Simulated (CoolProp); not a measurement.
Toluene along the isotherm 346.85 °C: density (kg/m³) from the reference equation and from simpler models built on Tc = 318.6 °C, pc = 4126 kPa, ω = 0.266; each cubic takes its own stable root.

Computed with CoolProp (reference Helmholtz-energy equation of state, Lemmon 2006). It is a short technical equation, of lower accuracy than the large ones.

```tsv
p (kPa)	phase	reference
619	gas	11.63
1240	gas	24.62
1860	gas	39.33
2480	gas	56.38
3090	gas	76.43
3710	gas	101.9
4330	supercritical	136.4
4950	supercritical	190.0
5570	supercritical	291.3
6190	supercritical	374.1
```

Task: How far does each simpler model (ideal gas, van der Waals, Redlich-Kwong) lie from the reference over these 10 states: mean and median of the absolute difference, and the worst?

Result: 
- ideal gas: mean 34.7 %, median 31.3 %, worst -70.4 % at 346.85 °C and 6190 kPa
- van der Waals: mean 5.8 %, median 3.6 %, worst -21.2 % at 346.85 °C and 6190 kPa
- Redlich-Kwong: mean 2.9 %, median 1.4 %, worst -14.2 % at 346.85 °C and 6190 kPa
